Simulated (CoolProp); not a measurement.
100 sccm (0 °C, 1 atm) of nitrogen bubbles through liquid n-octane at 324.9 K and leaves saturated at a total pressure of 0.149 MPa (ideal gas phase). Each further row changes one setting.

The numbers come from the reference Helmholtz-energy equation of state, Beckmüller 2019 in CoolProp.

| case | vapour pressure (kPa) | mole fraction of vapour | delivery (mg/min) | delivery (sccm) | change of delivery for a bath 1 K warmer (%) |
|---|---|---|---|---|---|
| as stated | 7.28 | 0.0489 | 26.2 | ? | 4.9 |
| bath temperature 329.9 K | ? | 0.0611 | ? | ? | 4.8 |
| total pressure 0.298 MPa | 7.28 | 0.0244 | ? | 2.50 | 4.8 |

Problem. Fill in the missing entries.

Solution. 
- as stated, delivery (sccm): 5.14
- bath temperature 329.9 K, vapour pressure (kPa): 9.11
- bath temperature 329.9 K, delivery (mg/min): 33.2
- bath temperature 329.9 K, delivery (sccm): 6.51
- total pressure 0.298 MPa, delivery (mg/min): 12.8
